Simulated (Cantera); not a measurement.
Input: 1 mol SiH₄, 3.1 mol H₂O, 17 mol H₂, at 0.000210 bar.

Cantera equilibrium calculation (NASA polynomials, part measured and part estimated; ideal gas, pure solids and liquids). Candidate condensed phases: H₂O, Si, SiO₂; 18 gas species. The tables hold silica as quartz up to 1696 K and as liquid above; real silica turns to tridymite and cristobalite and melts near 1996 K. Rates play no part. All values below are at 1650 K.

Base state: H₂ 0.931, H₂O 0.0562, SiO 0.00690, H 0.00605, OH 1.65e-5 (mole fractions); condensed: SiO₂(β-quartz).

Task: What changes in the equilibrium state with this change: pressure from 0.000210 bar to 0.0100 bar?

Result: 
```
species               before     after
-------------------  -------  --------
H₂                     0.931     0.949
H₂O                   0.0562    0.0499
H                    0.00605  0.000885
SiO                  0.00690  0.000166
OH                   1.65e-5   2.10e-6
SiO₂(β-quartz), mol    0.846     0.996
```
